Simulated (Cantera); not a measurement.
# Thermodynamics of tantalum, niobium, vanadium and zirconium in process gases, feed Ta(OEt)₅ + O₂

A closed system holds: 1 mol Ta(OEt)₅, a varied amount of O₂, equilibrated at 2273.15 K and 4.80e-6 bar.

Equilibrium computed with Cantera from the NASA thermochemical tables; the gas is ideal and each condensed phase is pure. Candidate condensed phases: C, C₆H₆, C₇H₈, C₈H₁₈, H₂O, Ta, TaC, Ta₂O₅; 113 gas species. The feed counts by its element totals alone. Mutual solubility and eutectic melting of coexisting phases are not modelled. TaC: taken at fixed stoichiometry. Condensed phases not in the tables: Ta₂C, N, O or C dissolved in the metal. Kinetics and transport are ignored.

From 0.23 mol O₂ to 1.7 mol O₂ the condensed part is C(graphite) + TaC(s). At 2.4 mol O₂ the condensed part is Ta(s) + TaC(s). From 3.3 mol O₂ to 8.9 mol O₂ nothing is condensed.

| n(O₂) (mol) | log p H | log p CO | log p O | log p H₂ | log p TaO₂ | log p TaO | log p O₂ | log p OH | n C(graphite) | n TaC(s) | n Ta(s) |
|---|---|---|---|---|---|---|---|---|---|---|---|
| 0.23 | -5.43 | -6.05 | -15.52 | -6.71 | <-17 | -16.23 | <-17 | -16.63 | 3.29 | 1.00 | 0 |
| 0.32 | -5.43 | -6.04 | -15.51 | -6.72 | <-17 | -16.22 | <-17 | -16.63 | 3.11 | 1.00 | 0 |
| 0.45 | -5.44 | -6.02 | -15.49 | -6.73 | <-17 | -16.20 | <-17 | -16.61 | 2.85 | 1.00 | 0 |
| 0.63 | -5.44 | -6.00 | -15.47 | -6.74 | <-17 | -16.18 | <-17 | -16.60 | 2.49 | 1.00 | 0 |
| 0.87 | -5.45 | -5.98 | -15.44 | -6.75 | <-17 | -16.16 | <-17 | -16.58 | 2.00 | 1.00 | 0 |
| 1.2 | -5.46 | -5.95 | -15.41 | -6.77 | <-17 | -16.13 | <-17 | -16.56 | 1.34 | 1.00 | 0 |
| 1.7 | -5.47 | -5.91 | -15.37 | -6.79 | <-17 | -16.08 | <-17 | -16.53 | 0.331 | 1.00 | 0 |
| 2.4 | -5.49 | -5.86 | -12.10 | -6.82 | -13.56 | -9.59 | <-17 | -13.27 | 0 | 0.202 | 0.796 |
| 3.3 | -5.50 | -5.86 | -8.08 | -6.85 | -7.14 | -7.19 | -11.41 | -9.26 | 0 | 0 | 0 |
| 4.6 | -5.53 | -5.89 | -6.59 | -6.90 | -6.90 | -8.44 | -8.44 | -7.81 | 0 | 0 | 0 |
| 6.4 | -5.56 | -5.93 | -6.22 | -6.98 | -6.93 | -8.83 | -7.70 | -7.48 | 0 | 0 | 0 |
| 8.9 | -5.61 | -5.98 | -6.01 | -7.07 | -6.97 | -9.09 | -7.28 | -7.31 | 0 | 0 | 0 |
log p: log10 of the partial pressure in bar; n: condensed amount in mol.
